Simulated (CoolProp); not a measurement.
Values from CoolProp's reference Helmholtz-energy equation of state, Gao 2022.

Question: For n-perfluorohexane, give the phase and the speed of sound (m/s), Joule-Thomson coefficient (K/MPa), isothermal compressibility (1/MPa), expansivity (1/kK) at 158.25 °C and 0.871 MPa.

Answer: 
- 158.25 °C and 0.871 MPa: gas; speed of sound 78.2, Joule-Thomson coefficient 14.3, isothermal compressibility 1.64, expansivity 6.23
